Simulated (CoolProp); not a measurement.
A Linde-Hampson liquefier for ethylene: isothermal reversible compression at 320 K from 1 atm to 20 MPa, throttling to 1 atm, return gas leaving the recuperator 0 K below the feed. Each further row changes one setting.

Computed with CoolProp (reference Helmholtz-energy equation of state, Smukala 2000).

| case | liquid yield per pass | compression work (kJ/kg of gas) |
|---|---|---|
| as stated | 0.416 | 418 |
| high pressure 40 MPa | 0.428 | 468 |
| warm-end temperature 350 K | 0.331 | 483 |
| warm-end gap 5 K | 0.410 | 418 |
